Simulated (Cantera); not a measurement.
Charge: 1 mol SiH2Cl2, 0.62 mol C2H4, 1.8 mol H2, 0.023 mol CH4, equilibrated at 0.825 Torr.

Method: chemical equilibrium by Gibbs-energy minimisation in Cantera with the NASA 1993 tables (ideal gas, pure condensed phases). Candidate condensed phases: C, C6H6, C7H8, C8H18, Si, SiC; 109 gas species. The tables' values for SiCl3 are old estimates; treat these amounts as uncertain. Equilibrium is a limit: real reactors are often held back by kinetics, nucleation or transport.

x: gas mole fraction; n: condensed amount in mol.

```tsv
T (K)	x H2	x HCl	x SiCl2	x SiCl4	n C(graphite)	n SiC(s)
1125	0.624	0.369	0.000479	0.00591	0.299	0.964
1175	0.615	0.380	0.000774	0.00267	0.283	0.980
1225	0.612	0.385	0.00116	0.00120	0.277	0.986
1275	0.611	0.387	0.00165	0.000553	0.276	0.987
1325	0.610	0.387	0.00226	0.000266	0.278	0.985
1375	0.611	0.386	0.00301	0.000134	0.281	0.982
1425	0.611	0.384	…	…	0.285	0.978
1475	0.612	0.382	…	…	0.290	0.973
1525	0.613	0.380	0.00618	2.15e-5	0.296	0.967
```

Question: Fill in the missing entries.

Answer: 
- 1475, x SiCl2: 0.00496
- 1475, x SiCl4: 3.81e-5
- 1425, x SiCl2: 0.00390
- 1425, x SiCl4: 7.01e-5
